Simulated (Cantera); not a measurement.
# Transport properties of process gases

Gas mixture: 100 % N₂O, at 0.00444 atm, frozen composition.

Cantera's kinetic-theory transport with the Lennard-Jones parameters of GRI-Mech 3.0, ideal gas; thermal conductivity in the mixture-averaged form. The composition is frozen, though it would react at the higher temperatures.

```
T (K)  ρ (kg/m³)  cp (J/kg/K)  μ (µPa s)  λ (mW/m/K)     Pr  D (cm²/s) H₂  D (cm²/s) N₂  D (cm²/s) CH₄
-----  ---------  -----------  ---------  ----------  -----  ------------  ------------  -------------
400      0.00596        970.3       19.5        25.5  0.741           243          59.4           65.5
550      0.00433         1073       25.5        37.0  0.739           418           104            116
700      0.00340         1150       30.8        47.9  0.739           628           158            177
850      0.00280         1210       35.6        58.2  0.739           869           220            247
1000     0.00238         1255       40.0        68.0  0.739          1140           289            326
1150     0.00207         1285       44.1        77.1  0.736          1440           366            413
1300     0.00183         1311       48.0        85.8  0.734          1760           449            507
1450     0.00164         1334       51.7        94.1  0.733          2110           539            609
```
D: mixture-averaged diffusion coefficient of that species in the mixture.
